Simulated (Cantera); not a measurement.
Cantera run:

```python
import numpy as np
import cantera as ct

gas_names = """
    C CO CO2 C2 C2O C3 C3O2 C4 C5 O O2 O3 Pb PbO Pb2
""".split()
cond_names = """
    C(gr) Pb(cr) Pb(L) PbO(rd) PbO(yw) PbO(L) PbO2(s) Pb3O4(s)
""".split()


def load(file, names, dense=False):
    # The tables refer to 1 bar. Condensed volumes are neglected.
    table = {s.name: s for s in ct.Species.list_from_file(file)}
    out = []
    for n in names:
        d = dict(table[n].input_data)
        d["thermo"] = dict(d["thermo"], **{"reference-pressure": 1e5})
        if dense:
            d["equation-of-state"] = {"model": "constant-volume", "density": "1e6 g/cm^3"}
        out.append(ct.Species.from_dict(d))
    return out


gas = ct.Solution(thermo="ideal-gas", species=load("nasa_gas.yaml", gas_names))
cond = {s.name: ct.Solution(thermo="fixed-stoichiometry", species=[s], name=s.name)
        for s in load("nasa_condensed.yaml", cond_names, dense=True)}
atoms = {
    'PbO': {'Pb': 1, 'O': 1},
    'C': {'C': 1},
    'CO': {'C': 1, 'O': 1},
}
top_T = {'C(gr)': 4500, 'Pb3O4(s)': 820}  # K; cautious upper limits of use, not melting points


def equilibrate(T, P, feed):
    n = {}
    for name, mol in feed.items():
        for a, k in atoms[name].items():
            n[a] = n.get(a, 0.0) + k * mol
    gas.TPX = T, P, n
    mass = sum(n.values()) * gas.mean_molecular_weight
    gas.equilibrate("TP")
    valid = [c for c in cond.values() if c.min_temp <= T <= top_T.get(c.name, c.max_temp)]
    mix = ct.Mixture([(gas, mass / gas.mean_molecular_weight)] + [(c, 0.0) for c in valid])
    mix.T, mix.P = T, P
    mix.equilibrate("TP", solver="vcs", rtol=1e-11, max_steps=5000)
    return mix


results = []
feed = {'PbO': 1, 'C': 0.38, 'CO': 0.67}  # mol
P = 210000  # Pa
for T in [1300, 1350, 1400, 1450, 1500, 1550, 1600, 1650, 1700, 1750, 1800, 1850, 1900, 1950]:
    mix = equilibrate(T, P, feed)
    results.append((T, P, feed, dict(zip(mix.species_names, mix.species_moles))))

top = {s: max(r[3][s] / sum(r[3][g] for g in gas_names) for r in results) for s in gas_names}
cols = sorted((s for s in top if top[s] > 0.001), key=lambda s: -top[s])[:6]
seen = [c for c in cond_names if any(r[3].get(c, 0) > 1e-12 for r in results)]
print("log10 of partial pressures in bar; condensed amounts in mol")
print(f"{'T/K':>10s}" + "".join(f"{s[:9]:>10s}" for s in cols + seen))
for T, P, feed, n in results:
    ng = sum(n[g] for g in gas_names)
    print(f"{T:10.4g}" + "".join(f"{np.log10(max(n[s] / ng * P / 1e5, 1e-99)):10.3f}" for s in cols)
          + "".join(f"{n.get(c, 0):10.4g}" for c in seen))
```

Result:

```
log10 of partial pressures in bar; condensed amounts in mol
       T/K       CO2        CO        Pb       PbO       Pb2     Pb(L)
      1300     0.093    -0.066    -2.581    -6.255    -6.602    0.9987
      1350     0.092    -0.067    -2.310    -5.754    -6.152    0.9975
      1400     0.092    -0.067    -2.060    -5.289    -5.735    0.9956
      1450     0.090    -0.069    -1.827    -4.858    -5.348    0.9925
      1500     0.088    -0.071    -1.610    -4.456    -4.988    0.9875
      1550     0.085    -0.074    -1.407    -4.080    -4.652      0.98
      1600     0.081    -0.078    -1.218    -3.729    -4.337    0.9687
      1650     0.074    -0.085    -1.040    -3.400    -4.043     0.952
      1700     0.064    -0.094    -0.873    -3.092    -3.767    0.9278
      1750     0.051    -0.107    -0.716    -2.802    -3.507    0.8927
      1800     0.031    -0.125    -0.567    -2.529    -3.263    0.8419
      1850     0.004    -0.149    -0.427    -2.273    -3.032    0.7673
      1900    -0.034    -0.182    -0.295    -2.034    -2.814     0.655
      1950    -0.089    -0.229    -0.169    -1.811    -2.608    0.4783
```

Equilibrium computed with Cantera from the NASA thermochemical tables; the gas is ideal and each condensed phase is pure. Gases not in the tables: (PbO)n polymers.
